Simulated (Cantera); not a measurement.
A perfectly stirred reactor is fed with CH4 : CO2 = 1 : 0.49 (molar parts), at 3750 Torr; it is held at 1998 K, and followed from long to short residence time.

Computed with Cantera and GRI-Mech 3.0 (53 species, 325 reactions). GRI-Mech 3.0 stops at C3 and has no aromatics, soot or wall deposition, so with more carbon than oxygen in the feed, carbon stays in small species such as C2H2 where larger ones or solid carbon would form.

### Question
What does this change do: temperature 1998 to 1348 K?

### Answer
| quantity | before | after |
|---|---|---|
| x(CH4) at τ = 2.00 s | 0.00998 | 0.525 |
| x(CO2) at τ = 2.00 s | 0.000165 | 0.272 |
| x(CH3) at τ = 2.00 s | 0.000187 | 1.56e-5 |
| x(H) at τ = 2.00 s | 0.000547 | 1.36e-7 |
| x(O) at τ = 2.00 s | 3.69e-11 | <1e-12 |
| x(CH4) at τ = 15.0 ms | 0.0312 | 0.670 |
| x(CO2) at τ = 15.0 ms | 0.0107 | 0.329 |
| x(CH3) at τ = 15.0 ms | 0.000616 | 1.42e-5 |
| x(H) at τ = 15.0 ms | 0.000503 | 1.87e-9 |
| x(O) at τ = 15.0 ms | 1.79e-9 | <1e-12 |
